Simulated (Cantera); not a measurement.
What does this Cantera script print?

```python
import numpy as np
import cantera as ct

gas = ct.Solution("gri30.yaml")
gas.TPX = 1648, 1333, {'CH4': 0.27, 'H2': 12}
reactor = ct.IdealGasConstPressureReactor(gas, energy="off", clone=False)
net = ct.ReactorNet([reactor])
net.rtol, net.atol = 1e-08, 1e-18
show = ['CH4', 'H2', 'C2H4', 'CH2', 'CH3', 'C2H6']
times = np.geomspace(9e-05, 5, 9)

steps = ct.SolutionArray(gas, extra=["t"])
rows = []
print(f"{'t/s':>10s}{'T/K':>9s}{'P/Pa':>11s}" + "".join(f"{s:>11s}" for s in show))
for t in times:
    while net.time < t:
        t_next = net.step()
        steps.append(gas.state, t=t_next)
    rows.append([np.interp(t, steps.t, y) for y in (steps.T, steps.P, *steps(*show).X.T)])
    print(f"{t:10.3e}{rows[-1][0]:9.1f}{rows[-1][1]:11.4g}" + "".join(f"{x:11.3e}" for x in rows[-1][2:]))
rate = np.gradient(steps.T, steps.t)
print("integrator steps:", len(steps.t))
if steps.T.max() > steps.T[0] + 200:
    print(f"time of steepest temperature rise: {steps.t[rate.argmax()]:.4e} s")
gas.TPX = 1648, 1333, {'CH4': 0.27, 'H2': 12}
gas.equilibrate("TP")
print(f"equilibrium (TP): T = {gas.T:.1f} K  " + "  ".join(f"{s} {gas[s].X[0]:.3e}" for s in show))
```

Result:

```
       t/s      T/K       P/Pa        CH4         H2       C2H4        CH2        CH3       C2H6
 9.000e-05   1648.0       1333  2.200e-02  9.780e-01  2.910e-14  3.311e-14  1.867e-07  2.179e-14
 3.526e-04   1648.0       1333  2.200e-02  9.780e-01  1.917e-12  6.516e-13  6.355e-07  1.041e-12
 1.382e-03   1648.0       1333  2.200e-02  9.780e-01  1.147e-10  1.142e-11  2.381e-06  4.978e-11
 5.414e-03   1648.0       1333  2.200e-02  9.780e-01  6.823e-09  1.819e-10  9.212e-06  1.818e-09
 2.121e-02   1648.0       1333  2.197e-02  9.779e-01  3.810e-07  2.775e-09  3.582e-05  3.699e-08
 8.312e-02   1648.0       1333  2.182e-02  9.777e-01  1.100e-05  3.715e-08  1.323e-04  3.942e-07
 3.257e-01   1648.0       1333  2.043e-02  9.780e-01  3.077e-05  1.523e-07  2.645e-04  1.064e-06
 1.276e+00   1648.0       1333  1.524e-02  9.807e-01  2.112e-05  1.322e-07  2.113e-04  6.486e-07
 5.000e+00   1648.0       1333  7.266e-03  9.848e-01  1.128e-05  7.394e-08  1.074e-04  1.602e-07
integrator steps: 547
equilibrium (TP): T = 1648.0 K  CH4 2.680e-04  H2 9.883e-01  C2H4 1.026e-05  CH2 3.257e-09  CH3 4.250e-06  C2H6 4.187e-10
```

Cantera simulation using GRI-Mech 3.0 (53 species, 325 reactions); the numbers are that mechanism's predictions, not measurements. GRI-Mech 3.0 stops at C3 and has no aromatics, soot or wall deposition, so with more carbon than oxygen in the feed, carbon stays in small species such as C2H2 where larger ones or solid carbon would form. Radical loss at walls, strong at low pressure, is not modelled.
